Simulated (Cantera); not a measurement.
A perfectly stirred reactor is fed with 10.7 % H₂, 89.3 % O₂, at 3.23 Torr; it is held at 1450 K, and followed from long to short residence time.

Cantera simulation using the H2/O2 subset of GRI-Mech 3.0, which has no nitrogen chemistry; the numbers are that mechanism's predictions, not measurements. Radical loss at walls, strong at low pressure, is not modelled. The temperature is held fixed by assumption; the heat of reaction is taken as removed at once.

Q: Predict: x(H₂) at τ = 1.60 s; x(O₂) at τ = 1.60 s; x(HO₂) at τ = 1.60 s; x(H₂O₂) at τ = 1.60 s; x(H) at τ = 1.60 s; x(H₂) at τ = 0.120 s; x(O₂) at τ = 0.120 s; x(HO₂) at τ = 0.120 s; x(H₂O₂) at τ = 0.120 s; x(H) at τ = 0.120 s.

A: 
```
Property                 Result
----------------------  -------
x(H₂) at τ = 1.60 s     0.00114
x(O₂) at τ = 1.60 s       0.864
x(HO₂) at τ = 1.60 s    7.69e-7
x(H₂O₂) at τ = 1.60 s   2.41e-8
x(H) at τ = 1.60 s      0.00322
x(H₂) at τ = 0.120 s    0.00302
x(O₂) at τ = 0.120 s      0.826
x(HO₂) at τ = 0.120 s   1.00e-6
x(H₂O₂) at τ = 0.120 s  3.09e-8
x(H) at τ = 0.120 s      0.0145
```
